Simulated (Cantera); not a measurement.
A perfectly stirred reactor is fed with CH₄ : CO : O₂ : N₂ = 1 : 0.11 : 4.67 : 17.3 (molar parts), at 0.434 atm; it is adiabatic with a 498 K inlet, and is followed from long to short residence time, starting on the burning branch (τ in s: 0.18, 0.093, 0.047, 0.024, 0.012, 0.006, 0.003, 0.0015, 0.00076, 0.00038, 0.00019, 9.7e-05, 4.9e-05).

Cantera simulation using GRI-Mech 3.0 (53 species, 325 reactions); the numbers are that mechanism's predictions, not measurements.

Problem. What does this change do: N2 17.3 to 24 parts?

Solution. 
| quantity | before | after |
|---|---|---|
| blow-out, bracketed by the residence times tried | burning at 1.50 ms, out at 0.760 ms | burning at 6.00 ms, out at 3.00 ms |
| x(CH₄) at τ = 0.180 s | 1.80e-5 | 4.50e-5 |
| x(CO) at τ = 0.180 s | 0.000349 | 0.000549 |
| x(O₂) at τ = 0.180 s | 0.113 | 0.0882 |
| x(C₂H₄) at τ = 0.180 s | 2.09e-9 | 1.69e-8 |
| x(NO) at τ = 0.180 s | 2.65e-6 | 4.23e-7 |
| x(CH₄) at τ = 3.00 ms | 0.000286 | 0.0336 |
| x(CO) at τ = 3.00 ms | 0.00591 | 0.00369 |
| x(O₂) at τ = 3.00 ms | 0.116 | 0.157 |
| x(C₂H₄) at τ = 3.00 ms | 2.93e-8 | <1e-12 |
| x(NO) at τ = 3.00 ms | 1.17e-6 | <1e-12 |

Problem. What does this change do: pressure from 0.434 atm to 5.33 atm?

Solution. 
| quantity | before | after |
|---|---|---|
| blow-out, bracketed by the residence times tried | burning at 1.50 ms, out at 0.760 ms | burning at 3.00 ms, out at 1.50 ms |
| x(CH₄) at τ = 0.180 s | 1.80e-5 | 1.18e-5 |
| x(CO) at τ = 0.180 s | 0.000349 | 0.000127 |
| x(O₂) at τ = 0.180 s | 0.113 | 0.114 |
| x(C₂H₄) at τ = 0.180 s | 2.09e-9 | 1.79e-8 |
| x(NO) at τ = 0.180 s | 2.65e-6 | 9.72e-7 |
| x(CH₄) at τ = 3.00 ms | 0.000286 | 0.000347 |
| x(CO) at τ = 3.00 ms | 0.00591 | 0.00407 |
| x(O₂) at τ = 3.00 ms | 0.116 | 0.116 |
| x(C₂H₄) at τ = 3.00 ms | 2.93e-8 | 3.38e-6 |
| x(NO) at τ = 3.00 ms | 1.17e-6 | 4.25e-7 |

Problem. What does this change do: pressure from 0.434 atm to 6.61 atm?

Solution. 
| quantity | before | after |
|---|---|---|
| blow-out, bracketed by the residence times tried | burning at 1.50 ms, out at 0.760 ms | burning at 3.00 ms, out at 1.50 ms |
| x(CH₄) at τ = 0.180 s | 1.80e-5 | 1.16e-5 |
| x(CO) at τ = 0.180 s | 0.000349 | 0.000122 |
| x(O₂) at τ = 0.180 s | 0.113 | 0.114 |
| x(C₂H₄) at τ = 0.180 s | 2.09e-9 | 1.97e-8 |
| x(NO) at τ = 0.180 s | 2.65e-6 | 8.07e-7 |
| x(CH₄) at τ = 3.00 ms | 0.000286 | 0.000443 |
| x(CO) at τ = 3.00 ms | 0.00591 | 0.00491 |
| x(O₂) at τ = 3.00 ms | 0.116 | 0.117 |
| x(C₂H₄) at τ = 3.00 ms | 2.93e-8 | 6.53e-6 |
| x(NO) at τ = 3.00 ms | 1.17e-6 | 3.10e-7 |
